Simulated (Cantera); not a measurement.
Charge: 1 mol CCl₄, 0.23 mol F₂, equilibrated at 500 °C and 27.0 Pa.

Cantera equilibrium calculation (NASA polynomials, part measured and part estimated; ideal gas, pure solids and liquids). Candidate condensed phases: C; 27 gas species. Condensed phases not in the tables: fluorocarbon polymer. Gases not in the tables: C₂F₆ and larger saturated fluorocarbons. Kinetics and transport are ignored.

Q: What is the equilibrium state?

A: 
```json
{
 "x(Cl₂)": "0.944",
 "x(CF₄)": "0.0520",
 "x(CClF₃)": "0.00305",
 "x(CCl₂F₂)": "0.000334",
 "x(Cl)": "0.000290",
 "x(CCl₃F)": "4.50e-5",
 "x(CCl₄)": "4.00e-5",
 "n(C(graphite))": "0.883 mol",
 "gas_amount": "2.113 mol"
}
```
